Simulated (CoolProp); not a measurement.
Vapour-liquid equilibrium of R1234ze(E) (1) + R227EA (2) at -11.35 °C; x and y are mole fractions of (1).

Values from CoolProp's multi-fluid Helmholtz-energy mixture model, Thol 2016 and Lemmon 2016; pair parameters Bell 2023.

```
x     bubble pressure (bar)  y at the bubble point  dew pressure at overall composition x (bar)  liquid density (mol/L)
----  ---------------------  ---------------------  -------------------------------------------  ----------------------
0.05                  1.263                  0.058                                        1.261                   9.067
0.2                   1.297                  0.225                                        1.292                   9.339
0.35                  1.327                  0.381                                        1.321                   9.629
0.5                   1.352                  0.527                                        1.348                   9.939
0.65                  1.372                  0.669                                        1.370                   10.27
0.8                   1.387                  0.809                                        1.386                   10.63
0.95                  1.395                  0.951                                        1.395                   11.02
```

No azeotrope shows between x = 0.05 and 0.95.

Pair parameters are fitted to limited data, so mixtures are less certain than the pure fluids.
